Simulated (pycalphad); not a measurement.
# Phase fractions of Al-0.87Fe-0.62Mn-0.74Si (at.%)

Source of the numbers: pycalphad with the COST 507 light-alloy database (1999); pressure 1 atm. These are 1990s assessments: newer ones move some temperatures and phases. The system is extrapolated from its subsystems; higher-order compounds may be missing. Amounts are mole fractions of atoms.

| T (K) | liquid | AL6MN | fcc | AL13FE4 | ALFESI_ALPHA | ALMNSI_ALPHA | ALFESI_BETA |
|---|---|---|---|---|---|---|---|
| 1000 | 1.000 | - | - | - | - | - | - |
| 950 | 0.996 | 0.004 | - | - | - | - | - |
| 900 | 0.081 | 0.067 | 0.839 | 0.013 | - | - | - |
| 850 | - | 0.044 | 0.913 | - | 0.027 | 0.015 | - |
| 800 | - | 0.035 | 0.913 | - | 0.031 | 0.021 | - |
| 750 | - | [?] | 0.913 | - | [?] | [?] | - |
| 700 | - | 0.052 | 0.901 | - | - | 0.017 | 0.030 |
| 650 | - | [?] | 0.901 | - | - | [?] | [?] |
| 600 | - | 0.047 | 0.902 | - | - | 0.019 | 0.033 |
| 550 | - | 0.045 | 0.902 | - | - | 0.020 | 0.034 |
| 500 | - | 0.044 | 0.902 | - | - | 0.020 | 0.034 |

Question: What belongs in the gaps?

Answer: 
- 750, AL6MN: 0.028
- 750, ALFESI_ALPHA: 0.034
- 750, ALMNSI_ALPHA: 0.025
- 650, AL6MN: 0.049
- 650, ALMNSI_ALPHA: 0.018
- 650, ALFESI_BETA: 0.032

Database names, with the compositions (at.%) that they take in these runs: AL6MN: Al 86 Fe 7 Mn 6-8; AL13FE4: Al 76 Fe 21 Mn 3; ALFESI_ALPHA: Al 72 Fe 19 Si 8; ALMNSI_ALPHA: Al 71 Mn 17 Si 11; ALFESI_BETA: Al 70 Fe 15 Si 15.
